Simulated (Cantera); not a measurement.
A closed system holds: 1 mol SiHCl3, 1.2 mol NH3, 8.5 mol H2, at 1175 K and 25.0 Pa.

Cantera equilibrium calculation (NASA polynomials, part measured and part estimated; ideal gas, pure solids and liquids). Candidate condensed phases: NH4Cl, Si, Si3N4; 28 gas species. The tables' values for SiCl3 are old estimates; treat these amounts as uncertain. Kinetics and transport are ignored.

Base state: H2 0.771, HCl 0.214, SiCl2 0.00920, N2 0.00291, SiCl4 0.00182, SiCl3 0.00131, SiHCl3 0.000155 (mole fractions); condensed: Si3N4(s).

What changes in the equilibrium state with this change: temperature from 1175 K to 1975 K?


```csv
species,before,after
H2,0.771,0.658
HCl,0.214,0.146
H,6.81e-6,0.0702
Si,<1e-9,0.0409
Cl,1.65e-6,0.0117
N2,0.00291,0.0426
SiCl2,0.00920,0.0254
SiH,<1e-9,0.000378
SiCl,1.40e-8,0.00392
Si2,<1e-9,0.000126
SiCl4,0.00182,1.56e-8
SiN,<1e-9,3.69e-5
"Si3N4(s), mol",0.282,0
```
The tables' values for SiCl, SiN, SiCl3 are old estimates; treat these amounts as uncertain. Gases not in the tables: Si2H6 and higher silanes.
